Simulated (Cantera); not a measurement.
Feed: 1 mol PbO, 3.4 mol C, 3.7 mol N2, held at 552 °C and 0.000120 bar.

These are equilibrium values from Cantera (NASA tables, ideal gas, pure condensed phases), not measurements of a reactor. Candidate condensed phases: C, Pb, PbO, PbO2, Pb3O4; 27 gas species. Kinetics and transport are ignored.

Base state: N2 0.786, CO 0.212, Pb 0.00120, CO2 0.000243 (mole fractions); condensed: C(graphite) + Pb(l).

What changes in the equilibrium state with this change: temperature from 552 °C to 1577 °C?


```tsv
species	before	after
N2	0.786	0.649
Pb	0.00120	0.175
CO	0.212	0.175
CO2	0.000243	<1e-9
C(graphite), mol	2.40	2.40
Pb(l), mol	0.994	0
```

What changes in the equilibrium state with this change: C from 3.4 to 0.97 mol?


```tsv
species	before	after
N2	0.786	0.791
CO	0.212	0.201
CO2	0.000243	0.00642
Pb	0.00120	0.00120
C(graphite), mol	2.40	0
Pb(l), mol	0.994	0.994
```
